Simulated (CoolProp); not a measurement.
A closed Brayton cycle with carbon dioxide: compressor inlet 325.15 K and 8.1 MPa, high pressure 18.5 MPa, turbine inlet 765 K, compressor efficiency 0.85, turbine efficiency 0.93, recuperator effectiveness 0.8 (on enthalpy, no pinch check). Each further row changes one setting.

Model: reference Helmholtz-energy equation of state, Span 1996, in CoolProp.

```tsv
case	thermal efficiency (%)	net work (kJ/kg)	compressor to turbine work	compressor exit (K)	turbine exit (K)
as stated	?	62.4	0.40	394.8	667.4
turbine inlet 715 K	25.5	54.6	0.43	394.8	?
compressor inlet 335.15 K	25.9	57.3	?	409.4	667.4
high pressure 15.7 MPa	?	52.3	?	?	686.4
recuperator effectiveness 0.5	19.1	62.4	0.40	394.8	667.4
```

Some entries are withheld; supply them.


- as stated, thermal efficiency (%): 26.8
- turbine inlet 715 K, turbine exit (K): 621.2
- compressor inlet 335.15 K, compressor to turbine work: 0.45
- high pressure 15.7 MPa, thermal efficiency (%): 24.6
- high pressure 15.7 MPa, compressor to turbine work: 0.38
- high pressure 15.7 MPa, compressor exit (K): 380.6
